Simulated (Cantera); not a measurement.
## borazine + H2 (boron, boron nitride and boron oxide)

Input: 1 mol borazine, 26 mol H2, equilibrated at 6.45 Torr.

These are equilibrium values from Cantera (NASA tables, ideal gas, pure condensed phases), not measurements of a reactor. Candidate condensed phases: B, BN; 15 gas species. The feed counts by its element totals alone. Mutual solubility and eutectic melting of coexisting phases are not modelled. The tables' values for BH2 are old estimates; treat these amounts as uncertain. The numbers say what is thermodynamically allowed, not how fast it happens.

From 902 °C to 1302 °C the condensed part is BN(s). From 1502 °C to 1702 °C the condensed part is B(s) + BN(s). At 1902 °C the condensed part is B(s). At 2102 °C the condensed part is B(l).

| T (°C) | x H2 | x H | x N2 | x B | x BH2 | x BH | x BN | n BN(s) | n B(s) | n B(l) |
|---|---|---|---|---|---|---|---|---|---|---|
| 902 | 1.000 | 1.32e-6 | 4.65e-9 | <1e-12 | 6.02e-9 | <1e-12 | <1e-12 | 3.00 | 0 | 0 |
| 1102 | 1.000 | 3.69e-5 | 3.11e-7 | <1e-12 | 5.55e-7 | 5.28e-12 | <1e-12 | 3.00 | 0 | 0 |
| 1302 | 1.000 | 0.000448 | 7.89e-6 | 1.39e-9 | 1.52e-5 | 2.13e-9 | 1.62e-12 | 3.00 | 0 | 0 |
| 1502 | 0.996 | 0.00312 | 0.000310 | 2.26e-7 | 0.000108 | 1.22e-7 | 7.85e-10 | 2.98 | 0.0148 | 0 |
| 1702 | 0.976 | 0.0146 | 0.00938 | 1.02e-5 | 0.000395 | 2.34e-6 | 1.07e-7 | 2.45 | 0.541 | 0 |
| 1902 | 0.901 | 0.0500 | 0.0479 | 0.000225 | 0.00106 | 2.51e-5 | 3.28e-6 | 0 | 2.96 | 0 |
| 2102 | 0.812 | 0.137 | 0.0457 | 0.00285 | 0.00225 | 0.000171 | 2.70e-5 | 0 | 0 | 2.83 |
x: gas mole fraction; n: condensed amount in mol.
